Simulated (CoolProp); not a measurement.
Values from CoolProp's reference Helmholtz-energy equation of state, Wu 2012.

**Question.** Give the vapour pressure (MPa), liquid density (kg/m³), vapour density (kg/m³), enthalpy of vaporisation (kJ/kg) of saturated fluoroethane (R161) at 18.15 °C.

**Answer.** 
```csv
T (°C),p (MPa),liquid density (kg/m³),vapour density (kg/m³),enthalpy of vaporisation (kJ/kg)
18.15,0.763,725,17.7,351
```
